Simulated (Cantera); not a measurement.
An isothermal, constant-pressure homogeneous reactor starts with CH4 : N2 = 1 : 21 (molar parts), at 1800 K and 1330 Pa. Integrator tolerance rtol = 1e-08.

Computed with Cantera and GRI-Mech 3.0 (53 species, 325 reactions). GRI-Mech 3.0 stops at C3 and has no aromatics, soot or wall deposition, so with more carbon than oxygen in the feed, carbon stays in small species such as C2H2 where larger ones or solid carbon would form. Radical loss at walls, strong at low pressure, is not modelled.

Problem. What does this change do: temperature 1800 to 1275 K?

Solution. 
```json
[
 {"quantity": "x(CH4) at 50.0 s", "before": "4.48e-7 (gas-phase equilibrium 7.81e-7)", "after": "0.0450 (gas-phase equilibrium 0.000263)"},
 {"quantity": "x(CH2) at 50.0 s", "before": "1.53e-9 (gas-phase equilibrium 2.67e-9)", "after": "1.44e-10 (gas-phase equilibrium 1.91e-12)"},
 {"quantity": "x(C2H2) at 50.0 s", "before": "0.0217 (gas-phase equilibrium 0.00379)", "after": "7.87e-5 (gas-phase equilibrium 0.00656)"},
 {"quantity": "x(C2H4) at 50.0 s", "before": "4.35e-7 (gas-phase equilibrium 7.61e-8)", "after": "0.000137 (gas-phase equilibrium 2.26e-5)"},
 {"quantity": "x(H2) at 50.0 s", "before": "0.0648 (gas-phase equilibrium 0.0648)", "after": "0.000533 (gas-phase equilibrium 0.0648)"},
 {"quantity": "x(CH3) at 50.0 s", "before": "1.11e-7 (gas-phase equilibrium 1.93e-7)", "after": "1.49e-5 (gas-phase equilibrium 1.30e-7)"}
]
```

Problem. What does this change do: pressure from 1330 Pa to 13300 Pa?

Solution. 
```tsv
quantity	before	after
x(CH4) at 50.0 s	4.48e-7 (gas-phase equilibrium 7.81e-7)	1.59e-5 (gas-phase equilibrium 7.87e-6)
x(CH2) at 50.0 s	1.53e-9 (gas-phase equilibrium 2.67e-9)	5.40e-9 (gas-phase equilibrium 2.67e-9)
x(C2H2) at 50.0 s	0.0217 (gas-phase equilibrium 0.00379)	0.0217 (gas-phase equilibrium 0.00379)
x(C2H4) at 50.0 s	4.35e-7 (gas-phase equilibrium 7.61e-8)	4.37e-6 (gas-phase equilibrium 7.64e-7)
x(H2) at 50.0 s	0.0648 (gas-phase equilibrium 0.0648)	0.0650 (gas-phase equilibrium 0.0651)
x(CH3) at 50.0 s	1.11e-7 (gas-phase equilibrium 1.93e-7)	1.24e-6 (gas-phase equilibrium 6.14e-7)
```
